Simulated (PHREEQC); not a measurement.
Acid rinse or clean

Dissolve 47 mmol/kgw HBr and 140 mmol/kgw AlCl3 at 25 °C. Closed to the air; pH follows from the charge balance.

The numbers come from PHREEQC with the ion-association model, phreeqc.dat.

Each row changes one thing in this solution. Precipitation was switched off in this run.

```csv
case,pH,ionic strength (mol/kgw)
as made,1.46,0.887
AlCl3 replaced by NaCl at the same molality,1.43,0.187
HBr left out,3.20,0.838
AlCl3 left out,(withheld),0.0470
AlCl3 replaced by Al2(SO4)3 at the same molality,1.83,0.428
diluted 100-fold with water,(withheld),0.00883
AlCl3 from 0.14 to 0.21 mol/kgw,1.46,1.31
temperature from 25 to 20 °C,1.45,0.887
```

Q: Complete the blanks.

A: 
- AlCl3 left out, pH: 1.40
- diluted 100-fold with water, pH: 3.35

The ionic strength passes 0.7 mol/kgw, the rough limit of the ion-association models, in as made; HBr left out; AlCl3 from 0.14 to 0.21 mol/kgw; temperature from 25 to 20 °C.
